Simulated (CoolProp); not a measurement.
Properties of toluene along the isotherm 172.55 °C (Tc = 318.6 °C, pc = 4.126 MPa, ω = 0.266).

Computed with CoolProp (reference Helmholtz-energy equation of state, Lemmon 2006). It is a short technical equation, of lower accuracy than the large ones.

| p (MPa) | phase | cv (kJ/(kg K)) | isothermal compressibility (1/MPa) | viscosity (µPa s) | Prandtl number |
|---|---|---|---|---|---|
| 1.29 | liquid | 1.723 | 0.003377 | 166 | 3.98 |
| 2.58 | liquid | 1.724 | 0.003220 | 168 | 3.99 |
| 3.87 | liquid | 1.724 | 0.003079 | 171 | 4.01 |
| 5.16 | liquid | 1.724 | 0.002951 | 174 | 4.02 |
| 6.45 | liquid | 1.724 | (withheld) | (withheld) | 4.04 |
| 7.74 | liquid | 1.724 | 0.002728 | 179 | 4.05 |
| 9.03 | liquid | 1.724 | (withheld) | 181 | 4.07 |
| 10.3 | liquid | 1.725 | 0.002542 | (withheld) | (withheld) |

### Question
Complete the blanks.

### Answer

- 6.45, isothermal compressibility (1/MPa): 0.002835
- 6.45, viscosity (µPa s): 176
- 9.03, isothermal compressibility (1/MPa): 0.002630
- 10.3, viscosity (µPa s): 184
- 10.3, Prandtl number: 4.08

Viscosity comes from a separate model (Avgeri 2015). Thermal conductivity comes from a separate model (Assael 2012).
